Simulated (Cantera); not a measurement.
Input: 1 mol SO2, 2.5 mol O2, held at 2402 °C and 0.0825 Torr.

Cantera equilibrium calculation (NASA polynomials, part measured and part estimated; ideal gas, pure solids and liquids). Candidate condensed phases: S; 10 gas species. Kinetics and transport are ignored.

Base state: O 0.791, S 0.0735, O2 0.0654, SO 0.0586, SO2 0.0109, S2 7.83e-5 (mole fractions); condensed: gas only.

Task: What changes in the equilibrium state with this change: pressure from 0.0825 Torr to 28500 Torr?

Result: 
```json
[
 {"species": "O2", "before": "0.0654", "after": "0.710"},
 {"species": "SO2", "before": "0.0109", "after": "0.282"},
 {"species": "O", "before": "0.791", "after": "0.00444"},
 {"species": "S", "before": "0.0735", "after": "5.06e-7"},
 {"species": "SO", "before": "0.0586", "after": "0.000782"},
 {"species": "S2", "before": "7.83e-5", "after": "1.28e-9"},
 {"species": "SO3", "before": "4.06e-8", "after": "0.00203"}
]
```
The ideal-gas law is rough above about 30 bar.

Task: What changes in the equilibrium state with this change: pressure from 0.0825 Torr to 1 atm?

Result: 
```json
[
 {"species": "O2", "before": "0.0654", "after": "0.692"},
 {"species": "SO2", "before": "0.0109", "after": "0.276"},
 {"species": "O", "before": "0.791", "after": "0.0268"},
 {"species": "S", "before": "0.0735", "after": "1.91e-5"},
 {"species": "SO", "before": "0.0586", "after": "0.00474"},
 {"species": "SO3", "before": "4.06e-8", "after": "0.000320"},
 {"species": "S2", "before": "7.83e-5", "after": "4.84e-8"}
]
```
